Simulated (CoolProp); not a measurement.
The fluid at 293.15 K and 0.0134 MPa is throttled through a valve to 0.00323 MPa with no heat exchange. The same conditions are run with several fluids, on thermodynamics alone (safety and materials aside).

Computed with CoolProp (reference Helmholtz-energy equation of state of each fluid (n-hexane: Thol 2019; propyne: Polt 1992; R404A: Lemmon 2003; nitrous oxide: Lemmon 2006; chloromethane (R40): Thol 2014)). The equations of Platzer and Polt are older, rougher fits. Blends and air are pseudo-pure fits.

```tsv
fluid	temperature change (K)	final density (kg/m³)
n-hexane	-0.5	___
propyne	-0.2	0.0532
R404A	-0.2	___
nitrous oxide	___	0.0584
chloromethane (R40)	-0.4	___
```

**Question.** Fill in the missing entries.

**Answer.** 
- n-hexane, final density (kg/m³): 0.115
- R404A, final density (kg/m³): 0.129
- nitrous oxide, temperature change (K): -0.1
- chloromethane (R40), final density (kg/m³): 0.0670
